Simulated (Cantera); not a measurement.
Feed: 1 mol SiO2, 4.6 mol CH4, 1.8 mol N2, 3.3 mol CO, equilibrated at 2548.15 K.

Cantera equilibrium calculation (NASA polynomials, part measured and part estimated; ideal gas, pure solids and liquids). Candidate condensed phases: C, C6H6, C7H8, C8H18, H2O, Si, SiC, SiO2, Si2N2O, Si3N4; 151 gas species. Gases not in the tables: Si2H6 and higher silanes. Equilibrium is a limit: real reactors are often held back by kinetics, nucleation or transport.

Q: What share of the Si ends up in condensed phases as a function of P (Pa), at 10, 36, 130, 460, 1700, 6000, 22000, 77000, 280000, 1000000?

A: 
```
P (Pa)   Si condensed (%)      as
-------  ----------------  ------
10                    0.0       -
36                    0.0       -
130                   0.0       -
460                   0.0       -
1700                  0.0       -
6000                  0.0       -
22000                62.6  SiC(s)
77000                79.6  SiC(s)
280000               84.6  SiC(s)
1000000              86.1  SiC(s)
```
